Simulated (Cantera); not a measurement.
An isothermal, constant-pressure homogeneous reactor starts with NH3 : H2 = 1 : 24 (molar parts), at 1950 K and 0.0360 bar. Integrator tolerance rtol = 1e-08.

Model: the gas-phase N/H chemistry of the illustrative SiF4/NH3 mechanism in the Surface Chemkin manual (1991), integrated in Cantera. Walls and surfaces, which speed up NH3 decomposition in real reactors, are not modelled.

Task: What does this change do: temperature 1950 to 1523 K?

Result: 
| quantity | before | after |
|---|---|---|
| x(NH3) at 40.0 s | 8.57e-6 (gas-phase equilibrium 1.05e-7) | 0.0387 (gas-phase equilibrium 2.77e-7) |
| x(H2) at 40.0 s | 0.975 (gas-phase equilibrium 0.975) | 0.961 (gas-phase equilibrium 0.981) |
| x(H) at 40.0 s | 0.00600 (gas-phase equilibrium 0.00600) | 8.51e-5 (gas-phase equilibrium 0.000121) |
| x(N2) at 40.0 s | 0.0192 (gas-phase equilibrium 0.0192) | 0.000618 (gas-phase equilibrium 0.0192) |
| x(N) at 40.0 s | 2.56e-8 (gas-phase equilibrium 3.13e-10) | 4.02e-9 (gas-phase equilibrium <1e-12) |
| x(N2H4) at 40.0 s | <1e-12 (gas-phase equilibrium <1e-12) | 1.68e-10 (gas-phase equilibrium <1e-12) |
| x(N2H2) at 40.0 s | <1e-12 (gas-phase equilibrium <1e-12) | 5.63e-9 (gas-phase equilibrium <1e-12) |
